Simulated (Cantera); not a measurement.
Charge: 1 mol AlN, 12 mol HCl, 1.3 mol H2, at 0.0100 bar.

These are equilibrium values from Cantera (NASA tables, ideal gas, pure condensed phases), not measurements of a reactor. Candidate condensed phases: Al, AlCl3, AlN, NH4Cl; 20 gas species. The tables' values for AlCl2 are old estimates; treat these amounts as uncertain. Rates play no part.

Question: At 1325 °C, list the 4 most abundant gas species with their mole fractions, and the condensed phases.

Answer: HCl 0.678, H2 0.208, AlCl3 0.0716, N2 0.0375. Condensed: gas only.
